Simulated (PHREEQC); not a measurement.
Make-up at 53 °C: 0.0067 mol/kgw K2CO3, 0.014 mol/kgw K2SO4 and 0.016 mol/kgw KH2PO4. Closed to the air; pH follows from the charge balance.

Computed with PHREEQC (ion-association model, wateq4f.dat).

Each row changes one thing in this solution. Precipitation was switched off in this run.

| case | pH | ionic strength (mol/kgw) | K+ (mol/kgw) | H2PO4- (mol/kgw) | HPO4-2 (mol/kgw) | HCO3- (mol/kgw) |
|---|---|---|---|---|---|---|
| as made | 6.82 | 0.0735 | 0.0545 | 0.00805 | 0.00764 | 0.00544 |
| K2CO3 replaced by Cs2CO3 at the same molality | 6.82 | 0.0747 | 0.0417 | ? | 0.00770 | 0.00545 |
| temperature from 53 to 5 °C | 6.97 | 0.0761 | 0.0557 | 0.00784 | 0.00781 | 0.00524 |
| diluted 2-fold with water | 6.88 | 0.0377 | ? | 0.00407 | 0.00383 | 0.00276 |
| K2CO3 from 0.0067 to 0.0335 mol/kgw | 9.79 | 0.149 | 0.106 | 1.38e-5 | 0.0148 | 0.0168 |
| K2SO4 from 0.014 to 0.007 mol/kgw | 6.84 | ? | 0.0420 | 0.00809 | 0.00765 | 0.00548 |
| temperature from 53 to 40 °C | ? | 0.0741 | 0.0548 | 0.00809 | 0.00759 | 0.00548 |
| K2SO4 left out | 6.88 | ? | 0.0292 | 0.00814 | 0.00765 | 0.00553 |

Problem. Fill in the missing entries.

Solution. 
- K2CO3 replaced by Cs2CO3 at the same molality, H2PO4- (mol/kgw): 0.00806
- diluted 2-fold with water, K+ (mol/kgw): 0.0277
- K2SO4 from 0.014 to 0.007 mol/kgw, ionic strength (mol/kgw): 0.0555
- temperature from 53 to 40 °C, pH: 6.85
- K2SO4 left out, ionic strength (mol/kgw): 0.0369

H3PO4, which wateq4f.dat lacks, is added to it with the constant of phreeqc.dat. Away from 25 °C the constants follow the database's enthalpies or fits; those with neither stay at their 25 °C values.
